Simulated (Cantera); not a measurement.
## Adiabatic ignition

An adiabatic, constant-volume homogeneous reactor starts with H₂ : O₂ : N₂ = 1 : 0.238 : 1.52 (molar parts), equivalence ratio 2.1, at 1500 K and 10.0 bar.

Computed with Cantera and the H2/O2 subset of GRI-Mech 3.0, which has no nitrogen chemistry. The hydrogen kinetics of GRI-Mech 3.0 are dated; newer H2 mechanisms differ, most at raised pressure.

| t (s) | T (K) | P (bar) | x H₂ | x O₂ | x O | x OH | x H₂O₂ |
|---|---|---|---|---|---|---|---|
| 3.00e-6 | 2643 | 16.5 | 0.190 | 0.000422 | 0.00104 | 0.00821 | 3.66e-7 |
| 7.44e-6 | 2872 | 17.6 | 0.202 | 5.55e-5 | 0.000148 | 0.00361 | 9.04e-8 |
| 1.84e-5 | 2886 | 17.7 | 0.202 | 4.28e-5 | 0.000118 | 0.00325 | 7.34e-8 |
| 4.57e-5 | 2886 | 17.7 | 0.202 | 4.27e-5 | 0.000118 | 0.00325 | 7.34e-8 |
| 0.000113 | 2886 | 17.7 | 0.202 | 4.27e-5 | 0.000118 | 0.00325 | 7.34e-8 |
| 0.000281 | 2886 | 17.7 | 0.202 | 4.27e-5 | 0.000118 | 0.00325 | 7.34e-8 |
| 0.000696 | 2886 | 17.7 | 0.202 | 4.27e-5 | 0.000118 | 0.00325 | 7.34e-8 |
| 0.00172 | 2886 | 17.7 | 0.202 | 4.27e-5 | 0.000118 | 0.00325 | 7.34e-8 |
| 0.00427 | 2886 | 17.7 | 0.202 | 4.27e-5 | 0.000118 | 0.00325 | 7.34e-8 |
| 0.0106 | 2886 | 17.7 | 0.202 | 4.27e-5 | 0.000118 | 0.00325 | 7.34e-8 |
| 0.0263 | 2886 | 17.7 | 0.202 | 4.27e-5 | 0.000118 | 0.00325 | 7.34e-8 |
| 0.0651 | 2886 | 17.7 | 0.202 | 4.27e-5 | 0.000118 | 0.00325 | 7.34e-8 |
| 0.161 | 2886 | 17.7 | 0.202 | 4.27e-5 | 0.000118 | 0.00325 | 7.34e-8 |
| 0.400 | 2886 | 17.7 | 0.202 | 4.27e-5 | 0.000118 | 0.00325 | 7.34e-8 |
x: mole fraction; the columns are a selection and need not sum to one.

The time of steepest temperature rise comes out as 2.06 µs, the temperature at 0.400 s is 2886 K and the equilibrium temperature comes out as 2886 K. The x(H₂) at 0.400 s is 0.202 (gas-phase equilibrium 0.202) and the x(O₂) at 0.400 s comes out as 4.27e-5 (gas-phase equilibrium 4.27e-5). The x(O) at 0.400 s is 0.000118 (gas-phase equilibrium 0.000118).
